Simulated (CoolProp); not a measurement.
A simple Rankine cycle with water: condensing at 321.15 K, boiler at 0.406 MPa, turbine inlet 457.3 K, turbine efficiency 0.6, pump efficiency 0.8, no recuperator. Each further row changes one setting.

Values from CoolProp's reference Helmholtz-energy equation of state, Wagner 2002.

| case | thermal efficiency (%) | net work (kJ/kg) | heat in (kJ/kg) | turbine exit temperature (K) | volume ratio over the turbine |
|---|---|---|---|---|---|
| as stated | ___ | 339 | 2630 | 321.1 | 25.0 |
| turbine inlet 477.3 K | 13.0 | ___ | 2670 | 321.1 | ___ |
| condensing temperature 313.15 K | 13.9 | ___ | ___ | 313.1 | ___ |
| boiler pressure 0.284 MPa | 11.8 | ___ | 2630 | 321.1 | 17.6 |
| turbine efficiency 0.5 | ___ | 282 | 2630 | 321.1 | 25.6 |

Question: What belongs in the gaps?

Answer: 
- as stated, thermal efficiency (%): 12.9
- turbine inlet 477.3 K, net work (kJ/kg): 347
- turbine inlet 477.3 K, volume ratio over the turbine: 24.2
- condensing temperature 313.15 K, net work (kJ/kg): 370
- condensing temperature 313.15 K, heat in (kJ/kg): 2660
- condensing temperature 313.15 K, volume ratio over the turbine: 36.6
- boiler pressure 0.284 MPa, net work (kJ/kg): 309
- turbine efficiency 0.5, thermal efficiency (%): 10.8

The expansion ends wet for: as stated; turbine inlet 477.3 K; condensing temperature 313.15 K; boiler pressure 0.284 MPa; turbine efficiency 0.5.
